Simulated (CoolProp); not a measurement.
Values from CoolProp's reference Helmholtz-energy equation of state, Thol 2015.

For 1,2-dichloroethane, give the phase and the isothermal compressibility (1/MPa), fugacity coefficient at 30.25 °C and 0.557 MPa; 114.45 °C and 0.557 MPa; 142.55 °C and 0.557 MPa.


- 30.25 °C and 0.557 MPa: liquid; isothermal compressibility 0.000841, fugacity coefficient 0.0244
- 114.45 °C and 0.557 MPa: liquid; isothermal compressibility 0.00186, fugacity coefficient 0.419
- 142.55 °C and 0.557 MPa: liquid; isothermal compressibility 0.00261, fugacity coefficient 0.790
